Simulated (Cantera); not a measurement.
An isothermal plug-flow reactor at 975 K and 0.513 atm (inlet), inlet velocity 7.3 m/s, active area per volume 380 1/m; feed 0.878 % H₂, 1.71 % O₂, 96.3 % N₂, 1.09 % H₂O, equivalence ratio 0.26.

Model: Deutschmann's 1995 Pt surface mechanism with GRI-Mech 3.0 gas chemistry, integrated in Cantera. Catalytic surfaces can have several steady states; this one follows from the mechanism file's or the stated starting coverage. Mass transfer to the wall is taken as infinitely fast.

**Question.** Predict: x(H₂) at z = 0.0042 m; x(O₂) at z = 0.0042 m; x(H₂O) at z = 0.0042 m; θ(free Pt) at the exit; θ(O*) at the exit; θ(OH*) at the exit.

**Answer.** 
- x(H₂) at z = 0.0042 m: 0.000268
- x(O₂) at z = 0.0042 m: 0.0129
- x(H₂O) at z = 0.0042 m: 0.0194
- θ(free Pt) at the exit: 0.326
- θ(O*) at the exit: 0.672
- θ(OH*) at the exit: 0.00233
